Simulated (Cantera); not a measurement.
**Oxide etching and cleaning by halides: Fe2O3 + HCl + O2**

A closed system holds: 1 mol Fe2O3, 4.3 mol HCl, 0.27 mol O2, held at 1.33 mbar.

Method: chemical equilibrium by Gibbs-energy minimisation in Cantera with the NASA 1993 tables (ideal gas, pure condensed phases). Candidate condensed phases: Fe, FeCl2, FeCl3, FeO, Fe(OH)2, Fe(OH)3, Fe2O3, Fe3O4, H2O; 22 gas species. The tables' stoichiometric FeO is somewhat more stable than real wüstite, so its field is too wide. FeO: taken at fixed stoichiometry. Condensed phases not in the tables: FeOCl. Kinetics and transport are ignored.

| T (K) | log p HCl | log p H2O | log p FeCl2 | log p O2 | log p Cl2 | log p Cl | log p OH | log p FeCl3 | n Fe2O3(s) | n Fe3O4(s) | n FeO(l) |
|---|---|---|---|---|---|---|---|---|---|---|---|
| 673 | -2.99 | -3.81 | -11.37 | -5.29 | -3.81 | -8.45 | -13.61 | -8.01 | 1.000 | 0 | 0 |
| 773 | -2.97 | -3.92 | -9.30 | -4.66 | -3.92 | -7.27 | -11.88 | -7.12 | 1.000 | 0 | 0 |
| 873 | -2.95 | -4.06 | -7.61 | -4.42 | -4.07 | -6.39 | -10.64 | -6.36 | 0.999 | 0 | 0 |
| 973 | -2.94 | -4.19 | -6.26 | -4.30 | -4.22 | -5.70 | -9.68 | -5.76 | 0.996 | 0 | 0 |
| 1073 | -2.93 | -4.26 | -5.23 | -4.22 | -4.40 | -5.17 | -8.88 | -5.37 | 0.983 | 0 | 0 |
| 1173 | -2.95 | -4.19 | -4.54 | -4.14 | -4.70 | -4.80 | -8.15 | -5.29 | 0.942 | 0 | 0 |
| 1273 | -2.98 | -4.01 | -4.14 | -4.07 | -5.13 | -4.58 | -7.47 | -5.49 | 0.868 | 0 | 0 |
| 1373 | -3.05 | -3.84 | -3.92 | -3.89 | -5.51 | -4.40 | -6.85 | -5.80 | 0 | 0.521 | 0 |
| 1473 | -3.10 | -3.71 | -3.78 | -3.88 | -5.90 | -4.27 | -6.37 | -6.14 | 0 | 0.465 | 0 |
| 1573 | -3.17 | -3.62 | -3.68 | -3.87 | -6.26 | -4.16 | -5.95 | -6.46 | 0 | 0.410 | 0 |
| 1673 | -3.24 | -3.54 | -3.61 | -3.87 | -6.59 | -4.08 | -5.59 | -6.77 | 0 | 0.361 | 0 |
| 1773 | -3.31 | -3.49 | -3.56 | -3.86 | -6.90 | -4.00 | -5.27 | -7.07 | 0 | 0.317 | 0 |
| 1873 | -3.38 | -3.48 | -3.55 | -3.79 | -7.11 | -3.91 | -4.99 | -7.34 | 0 | 0 | 0.895 |
log p: log10 of the partial pressure in bar; n: condensed amount in mol.

From 673 K to 1273 K the condensed part is Fe2O3(s). From 1373 K to 1773 K the condensed part is Fe3O4(s). At 1873 K the condensed part is FeO(l). The main Fe-bearing gas is FeCl3 at 673 K and FeCl2 at 1873 K.
